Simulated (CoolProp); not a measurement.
A Linde-Hampson liquefier for nitrogen: isothermal reversible compression at 250 K from 1 atm to 10 MPa, throttling to 1 atm, return gas leaving the recuperator 0 K below the feed. Each further row changes one setting.

The numbers come from the reference Helmholtz-energy equation of state, Span 2000 in CoolProp.

```csv
case,liquid yield per pass,compression work (kJ/kg of gas)
as stated,0.077,336
high pressure 20 MPa,0.128,386
warm-end temperature 280 K,0.055,380
warm-end gap 5 K,0.064,336
```
